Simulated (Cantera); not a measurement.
Feed: 1 mol Si₃N₄, 0.0033 mol O₂, 1.9 mol N₂, 0.34 mol H₂O, equilibrated at 0.00350 bar.

Cantera equilibrium calculation (NASA polynomials, part measured and part estimated; ideal gas, pure solids and liquids). Candidate condensed phases: H₂O, Si, SiO₂, Si₂N₂O, Si₃N₄; 35 gas species. The tables' values for SiN are old estimates; treat these amounts as uncertain. Rates play no part.

x: gas mole fraction; n: condensed amount in mol.

| T (K) | x N₂ | x SiO | x H₂ | x Si | x H | x Si₂N | n Si(l) |
|---|---|---|---|---|---|---|---|
| 1775 | 0.849 | 0.0755 | 0.0734 | 0.000627 | 0.00133 | … | 2.65 |
| 1800 | 0.849 | 0.0754 | 0.0732 | 0.000907 | 0.00164 | … | 2.65 |
| 1825 | 0.848 | 0.0754 | 0.0729 | 0.00130 | 0.00201 | … | 2.65 |
| 1850 | 0.848 | 0.0753 | 0.0727 | 0.00184 | 0.00245 | … | 2.64 |
| 1875 | 0.847 | 0.0753 | 0.0723 | 0.00259 | 0.00298 | … | 2.64 |
| 1900 | 0.846 | 0.0751 | 0.0719 | 0.00360 | 0.00360 | … | 2.63 |
| 1925 | 0.844 | 0.0750 | 0.0714 | 0.00497 | 0.00432 | … | 2.63 |
| 1950 | 0.842 | 0.0748 | 0.0708 | 0.00680 | 0.00516 | … | 2.62 |
| 1975 | 0.839 | 0.0746 | 0.0701 | 0.00924 | 0.00612 | … | 2.61 |
| 2000 | 0.836 | 0.0743 | 0.0692 | 0.0124 | 0.00723 | … | 2.59 |
| 2025 | 0.832 | 0.0739 | 0.0682 | 0.0166 | 0.00850 | … | 2.57 |
| 2050 | 0.826 | 0.0735 | 0.0670 | 0.0221 | 0.00993 | … | 2.54 |

Fill in the missing entries.


- 1775, x Si₂N: 2.70e-5
- 1800, x Si₂N: 3.52e-5
- 1825, x Si₂N: 4.56e-5
- 1850, x Si₂N: 5.86e-5
- 1875, x Si₂N: 7.49e-5
- 1900, x Si₂N: 9.49e-5
- 1925, x Si₂N: 0.000120
- 1950, x Si₂N: 0.000150
- 1975, x Si₂N: 0.000186
- 2000, x Si₂N: 0.000230
- 2025, x Si₂N: 0.000283
- 2050, x Si₂N: 0.000345
